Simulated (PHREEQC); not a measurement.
Solution (25 °C): 100 mmol/kgw HCl and 0.044 mmol/kgw MnSO4. Closed to the air; pH follows from the charge balance.

The numbers come from PHREEQC with the Pitzer model, pitzer.dat.

Precipitation was switched off in this run.

**Question.** What pH, specific conductance does the model give?

**Answer.** pH 1.08; specific conductance 35500 µS/cm.

**Question.** In which forms is S present?

**Answer.** HSO4- 72 %, SO4-2 28 % of the S.
